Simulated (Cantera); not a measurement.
# Low-pressure radical oxidation in H2/O2

An isothermal, constant-pressure homogeneous reactor starts with H2 : O2 : N2 = 0.075 : 1 : 0.6 (molar parts), equivalence ratio 0.037, at 1100 K and 0.00612 atm.

Cantera simulation using GRI-Mech 3.0 (53 species, 325 reactions); the numbers are that mechanism's predictions, not measurements. Radical loss at walls, strong at low pressure, is not modelled. The temperature is held fixed by assumption; the heat of reaction is taken as removed at once.

| t (s) | x H2 | x O2 | x H2O | x OH | x NO2 | x H2O2 | x HO2 |
|---|---|---|---|---|---|---|---|
| 3.00e-5 | 0.0448 | 0.597 | <1e-12 | 2.42e-12 | <1e-12 | <1e-12 | 4.34e-11 |
| 9.49e-5 | 0.0448 | 0.597 | 3.74e-12 | 2.08e-11 | <1e-12 | <1e-12 | 1.37e-10 |
| 0.000300 | 0.0448 | 0.597 | 8.73e-11 | 1.44e-10 | <1e-12 | <1e-12 | 4.35e-10 |
| 0.000949 | 0.0448 | 0.597 | 1.89e-9 | 1.06e-9 | <1e-12 | <1e-12 | 1.38e-9 |
| 0.00300 | 0.0448 | 0.597 | 1.38e-7 | 4.63e-8 | <1e-12 | 4.36e-12 | 4.70e-9 |
| 0.00949 | 0.0353 | 0.591 | 0.00699 | 0.00181 | <1e-12 | 3.77e-8 | 1.34e-6 |
| 0.0300 | 0.000891 | 0.567 | 0.0385 | 0.00194 | <1e-12 | 2.97e-8 | 1.55e-6 |
| 0.0949 | 0.000621 | 0.574 | 0.0413 | 0.00162 | 3.55e-12 | 3.28e-8 | 1.47e-6 |
| 0.300 | 0.000229 | 0.583 | 0.0444 | 0.000987 | 1.14e-11 | 3.60e-8 | 1.15e-6 |
| 0.949 | 3.55e-5 | 0.587 | 0.0455 | 0.000388 | 5.00e-11 | 2.88e-8 | 5.26e-7 |
| 3.00 | 3.97e-6 | 0.588 | 0.0457 | 0.000131 | 1.60e-10 | 1.35e-8 | 1.30e-7 |
| 9.49 | 5.39e-7 | 0.588 | 0.0458 | 4.87e-5 | 2.41e-10 | 4.56e-9 | 2.57e-8 |
| 30.0 | 9.87e-8 | 0.588 | 0.0458 | 2.09e-5 | 2.27e-10 | 1.38e-9 | 5.67e-9 |
x: mole fraction; the columns are a selection and need not sum to one.

Equilibrium at this temperature and pressure: H2 1.01e-9, O2 0.588, H2O 0.0458, OH 2.13e-6, NO2 3.66e-7, H2O2 2.50e-11, HO2 1.64e-9 (gas phase only).
